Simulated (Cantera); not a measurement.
## SiHCl3 + N2 + H2 (silicon nitride deposition)

Charge: 1 mol SiHCl3, 68 mol N2, 0.57 mol H2, equilibrated at 1500 K and 0.100 bar.

Equilibrium computed with Cantera from the NASA thermochemical tables; the gas is ideal and each condensed phase is pure. Candidate condensed phases: NH4Cl, Si, Si3N4; 28 gas species. The tables' values for SiCl3 are old estimates; treat these amounts as uncertain. Rates play no part.

| Quantity | Result |
|---|---|
| x(N2) | 0.966 |
| x(HCl) | 0.0245 |
| x(SiCl2) | 0.00396 |
| x(H2) | 0.00302 |
| x(SiCl4) | 0.00155 |
| x(SiCl3) | 0.00139 |
| x(Cl) | 2.00e-5 |
| x(SiHCl3) | 1.98e-5 |
| x(H) | 3.06e-6 |
| n(Si3N4(s)) | 0.172 mol |
| gas amount | 70.07 mol |
| log10 activity of Si(s) (absent) | -2.21 |
